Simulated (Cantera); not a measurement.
An isothermal, constant-pressure homogeneous reactor starts with C₂H₆ : N₂ = 1 : 26 (molar parts), at 1850 K and 75.0 Torr.

Model: GRI-Mech 3.0 (53 species, 325 reactions), integrated in Cantera. GRI-Mech 3.0 stops at C3 and has no aromatics, soot or wall deposition, so with more carbon than oxygen in the feed, carbon stays in small species such as C2H2 where larger ones or solid carbon would form.

x: mole fraction; the columns are a selection and need not sum to one.

```json
[
 {"t (s)": "2.00e-6", "x C₂H₆": "0.0361", "x C₂H₄": "1.89e-6", "x C₂H": "<1e-12", "x H": "(withheld)", "x C₂H₂": "3.04e-10"},
 {"t (s)": "1.00e-5", "x C₂H₆": "0.0321", "x C₂H₄": "0.000210", "x C₂H": "9.69e-12", "x H": "(withheld)", "x C₂H₂": "2.77e-7"},
 {"t (s)": "5.02e-5", "x C₂H₆": "0.0112", "x C₂H₄": "0.0105", "x C₂H": "1.21e-6", "x H": "0.00138", "x C₂H₂": "0.00124"},
 {"t (s)": "0.000252", "x C₂H₆": "7.52e-5", "x C₂H₄": "0.00625", "x C₂H": "6.59e-6", "x H": "0.00128", "x C₂H₂": "0.0227"},
 {"t (s)": "0.00126", "x C₂H₆": "5.82e-6", "x C₂H₄": "0.000485", "x C₂H": "2.81e-6", "x H": "(withheld)", "x C₂H₂": "0.0307"},
 {"t (s)": "0.00632", "x C₂H₆": "1.22e-6", "x C₂H₄": "7.07e-5", "x C₂H": "1.70e-6", "x H": "0.000306", "x C₂H₂": "0.0322"},
 {"t (s)": "0.0317", "x C₂H₆": "2.73e-7", "x C₂H₄": "1.77e-5", "x C₂H": "1.82e-6", "x H": "(withheld)", "x C₂H₂": "0.0334"},
 {"t (s)": "0.159", "x C₂H₆": "1.45e-8", "x C₂H₄": "4.58e-6", "x C₂H": "2.25e-6", "x H": "0.000416", "x C₂H₂": "0.0342"},
 {"t (s)": "0.796", "x C₂H₆": "3.80e-10", "x C₂H₄": "3.93e-6", "x C₂H": "2.41e-6", "x H": "0.000447", "x C₂H₂": "0.0344"},
 {"t (s)": "3.99", "x C₂H₆": "2.23e-11", "x C₂H₄": "3.92e-6", "x C₂H": "2.42e-6", "x H": "0.000450", "x C₂H₂": "0.0344"},
 {"t (s)": "20.0", "x C₂H₆": "1.69e-11", "x C₂H₄": "3.92e-6", "x C₂H": "2.42e-6", "x H": "0.000450", "x C₂H₂": "0.0344"}
]
```

Q: What belongs in the gaps?

A: 
- 2.00e-6, x H: 4.18e-6
- 1.00e-5, x H: 0.000131
- 0.00126, x H: 0.000499
- 0.0317, x H: 0.000332
